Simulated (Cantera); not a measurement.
A perfectly stirred reactor is fed with CH₄ : CO : O₂ : N₂ = 1 : 0.77 : 1.99 : 7.47 (molar parts), at 0.987 atm; it is adiabatic with a 348 K inlet, and is followed from long to short residence time, starting on the burning branch (τ in s: 0.024, 0.012, 0.0056, 0.0027, 0.0013, 0.00063, 0.0003, 0.00015, 7e-05, 3.4e-05, 1.6e-05, 7.9e-06, 3.8e-06).

Detailed kinetics in Cantera: GRI-Mech 3.0 (53 species, 325 reactions).

What does this change do: inlet temperature 348 to 750 K?


```
quantity                                                                      before                               after
------------------------------------------------  ----------------------------------  ----------------------------------
blow-out, bracketed by the residence times tried  burning at 70.0 µs, out at 34.0 µs  burning at 34.0 µs, out at 16.0 µs
x(CH₄) at τ = 24.0 ms                                                        1.19e-5                             5.28e-6
x(CO) at τ = 24.0 ms                                                          0.0570                              0.0624
x(O₂) at τ = 24.0 ms                                                         0.00151                             0.00315
x(CH₃) at τ = 24.0 ms                                                        8.05e-6                             4.12e-6
x(HO₂) at τ = 24.0 ms                                                        3.95e-7                             7.25e-7
x(CH₄) at τ = 0.300 ms                                                      0.000277                            0.000156
x(CO) at τ = 0.300 ms                                                         0.0690                              0.0746
x(O₂) at τ = 0.300 ms                                                         0.0119                              0.0136
x(CH₃) at τ = 0.300 ms                                                      0.000112                             8.28e-5
x(HO₂) at τ = 0.300 ms                                                       4.65e-6                             3.63e-6
```

What does this change do: CH4 1 to 1.4 parts?


| quantity | before | after |
|---|---|---|
| blow-out, bracketed by the residence times tried | burning at 70.0 µs, out at 34.0 µs | burning at 1.30 ms, out at 0.630 ms |
| x(CH₄) at τ = 24.0 ms | 1.19e-5 | 0.00191 |
| x(CO) at τ = 24.0 ms | 0.0570 | 0.113 |
| x(O₂) at τ = 24.0 ms | 0.00151 | 0.000784 |
| x(CH₃) at τ = 24.0 ms | 8.05e-6 | 0.000338 |
| x(HO₂) at τ = 24.0 ms | 3.95e-7 | 1.54e-7 |
| x(CH₄) at τ = 0.300 ms | 0.000277 | 0.120 |
| x(CO) at τ = 0.300 ms | 0.0690 | 0.0662 |
| x(O₂) at τ = 0.300 ms | 0.0119 | 0.171 |
| x(CH₃) at τ = 0.300 ms | 0.000112 | <1e-12 |
| x(HO₂) at τ = 0.300 ms | 4.65e-6 | <1e-12 |
